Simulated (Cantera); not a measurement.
Charge: 1 mol Al, a varied amount of HCl, 0.57 mol N2, held at 848.15 K and 0.110 bar.

Method: chemical equilibrium by Gibbs-energy minimisation in Cantera with the NASA 1993 tables (ideal gas, pure condensed phases). Candidate condensed phases: Al, AlCl3, AlN, NH4Cl; 20 gas species. Rates play no part.

**Question.** Which condensed phases are stable at each of these points (n(HCl) (mol)): 1.3, 1.6, 2, 2.5, 3.2, 4, 5.1, 6.4?

**Answer.** 
```json
[
 {"n(HCl) (mol)": "1.3", "condensed phases": "AlN(s)", "Al condensed (%)": "63.6"},
 {"n(HCl) (mol)": "1.6", "condensed phases": "AlN(s)", "Al condensed (%)": "55.1"},
 {"n(HCl) (mol)": "2", "condensed phases": "AlN(s)", "Al condensed (%)": "43.8"},
 {"n(HCl) (mol)": "2.5", "condensed phases": "AlN(s)", "Al condensed (%)": "29.7"},
 {"n(HCl) (mol)": "3.2", "condensed phases": "AlN(s)", "Al condensed (%)": "9.9"},
 {"n(HCl) (mol)": "4", "condensed phases": "gas only", "Al condensed (%)": "0.0"},
 {"n(HCl) (mol)": "5.1", "condensed phases": "gas only", "Al condensed (%)": "0.0"},
 {"n(HCl) (mol)": "6.4", "condensed phases": "gas only", "Al condensed (%)": "0.0"}
]
```

From 1.3 mol HCl to 3.2 mol HCl the condensed part is AlN(s). From 4 mol HCl to 6.4 mol HCl nothing is condensed.
